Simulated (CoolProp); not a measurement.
A single-stage vapour-compression cycle with R11: evaporating at 260.15 K (dew point), condensing at 303.15 K (bubble point), superheat 10 K, subcooling 5 K, compressor efficiency 0.7, no pressure losses. Each further row changes one setting.

The numbers come from the reference Helmholtz-energy equation of state, Jacobsen 1992 in CoolProp.

```json
[
 {"case": "as stated", "cooling COP": "3.82", "pressure ratio": "5.66", "discharge temperature (K)": "347.2", "refrigerating effect (kJ/kg)": "167", "volumetric capacity (kJ/m³)": "230"},
 {"case": "evaporating temperature 265.15 K", "cooling COP": "4.48", "pressure ratio": "4.47", "discharge temperature (K)": "342.0", "refrigerating effect (kJ/kg)": "170", "volumetric capacity (kJ/m³)": "291"},
 {"case": "condensing temperature 298.15 K", "cooling COP": "4.39", "pressure ratio": "4.76", "discharge temperature (K)": "339.2", "refrigerating effect (kJ/kg)": "171", "volumetric capacity (kJ/m³)": "236"},
 {"case": "subcooling 10 K", "cooling COP": "3.92", "pressure ratio": "5.66", "discharge temperature (K)": "347.2", "refrigerating effect (kJ/kg)": "171", "volumetric capacity (kJ/m³)": "236"},
 {"case": "superheat 20 K", "cooling COP": "3.81", "pressure ratio": "5.66", "discharge temperature (K)": "358.8", "refrigerating effect (kJ/kg)": "173", "volumetric capacity (kJ/m³)": "229"},
 {"case": "compressor efficiency 0.6", "cooling COP": "3.28", "pressure ratio": "5.66", "discharge temperature (K)": "358.8", "refrigerating effect (kJ/kg)": "167", "volumetric capacity (kJ/m³)": "230"}
]
```
